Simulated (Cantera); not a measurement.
Cantera run:

```python
import numpy as np
import cantera as ct

gas_names = [...]  # 114 gases of nasa_gas.yaml made of C, Fe, H, O
cond_names = """
    C(gr) C6H6(L) C7H8(L) C8H18(L),n-octa Fe(a) Fe(c) Fe(d) Fe(L) FeC5O5(L) FeO(s) FeO(L) Fe(OH)2(s)
    Fe(OH)3(s) Fe2O3(s) Fe3O4(s) H2O(s) H2O(L)
""".split()


# ... load() reads the species with a 1 bar reference pressure and builds the phases ...
atoms = {
    'Fe(CO)5': {'Fe': 1, 'C': 5, 'O': 5},
    'CO': {'C': 1, 'O': 1},
    'H2': {'H': 2},
}
top_T = {'C(gr)': 4500, 'Fe2O3(s)': 1830, 'Fe3O4(s)': 1870}  # K; cautious upper limits of use, not melting points


# ... equilibrate(T, P, feed) seeds the gas with the atoms and calls Mixture.equilibrate('TP', solver="vcs", rtol=1e-11, max_steps=5000) ...
results = []
feed = {'Fe(CO)5': 1, 'CO': 0.55, 'H2': 0.65}  # mol
P = 3900  # Pa
for T in [973, 1023, 1073, 1123, 1173, 1223, 1273, 1323, 1373, 1423, 1473, 1523]:
    mix = equilibrate(T, P, feed)
    results.append((T, P, feed, dict(zip(mix.species_names, mix.species_moles))))
    x = sorted(zip(gas.X, gas.species_names), reverse=True)
    print(f"T = {T:g} K  P = {P:g} Pa  gas = {mix.phase_moles(0):.4g} mol")
    print("   x: " + "  ".join(f"{s} {v:.3e}" for v, s in x if v > 0.0001))
    print("   condensed (mol): " + ("  ".join(f"{mix.phase(i).name} {mix.phase_moles(i):.4g}"
          for i in range(1, mix.n_phases) if mix.phase_moles(i) > 1e-12) or "none"))
```

Output:

```
T = 973 K  P = 3900 Pa  gas = 6.011 mol
   x: CO 8.628e-01  H2 1.058e-01  CO2 2.912e-02  H2O 2.214e-03
   condensed (mol): C(gr) 0.188  Fe(a) 1
T = 1023 K  P = 3900 Pa  gas = 6.127 mol
   x: CO 8.831e-01  H2 1.050e-01  CO2 1.088e-02  H2O 9.900e-04
   condensed (mol): C(gr) 0.07253  Fe(a) 1
T = 1073 K  P = 3900 Pa  gas = 6.17 mol
   x: CO 8.903e-01  H2 1.048e-01  CO2 4.353e-03  H2O 4.732e-04
   condensed (mol): C(gr) 0.02966  Fe(a) 1
T = 1123 K  P = 3900 Pa  gas = 6.187 mol
   x: CO 8.931e-01  H2 1.048e-01  CO2 1.878e-03  H2O 2.409e-04
   condensed (mol): C(gr) 0.01303  Fe(a) 1
T = 1173 K  P = 3900 Pa  gas = 6.194 mol
   x: CO 8.942e-01  H2 1.048e-01  CO2 8.699e-04  H2O 1.297e-04
   condensed (mol): C(gr) 0.00614  Fe(a) 1
T = 1223 K  P = 3900 Pa  gas = 6.197 mol
   x: CO 8.947e-01  H2 1.048e-01  CO2 4.295e-04
   condensed (mol): C(gr) 0.003081  Fe(c) 1
T = 1273 K  P = 3900 Pa  gas = 6.198 mol
   x: CO 8.949e-01  H2 1.048e-01  CO2 2.245e-04
   condensed (mol): C(gr) 0.001636  Fe(c) 1
T = 1323 K  P = 3900 Pa  gas = 6.199 mol
   x: CO 8.950e-01  H2 1.048e-01  CO2 1.234e-04
   condensed (mol): C(gr) 0.0009123  Fe(c) 1
T = 1373 K  P = 3900 Pa  gas = 6.199 mol
   x: CO 8.951e-01  H2 1.048e-01
   condensed (mol): C(gr) 0.0005309  Fe(c) 1
T = 1423 K  P = 3900 Pa  gas = 6.2 mol
   x: CO 8.951e-01  H2 1.048e-01
   condensed (mol): C(gr) 0.0003193  Fe(c) 1
T = 1473 K  P = 3900 Pa  gas = 6.2 mol
   x: CO 8.951e-01  H2 1.048e-01
   condensed (mol): C(gr) 0.0001952  Fe(c) 1
T = 1523 K  P = 3900 Pa  gas = 6.2 mol
   x: CO 8.951e-01  H2 1.048e-01
   condensed (mol): C(gr) 0.0001168  Fe(c) 1
```

These are equilibrium values from Cantera (NASA tables, ideal gas, pure condensed phases), not measurements of a reactor. Condensed phases not in the tables: cementite and carbon dissolved in iron.
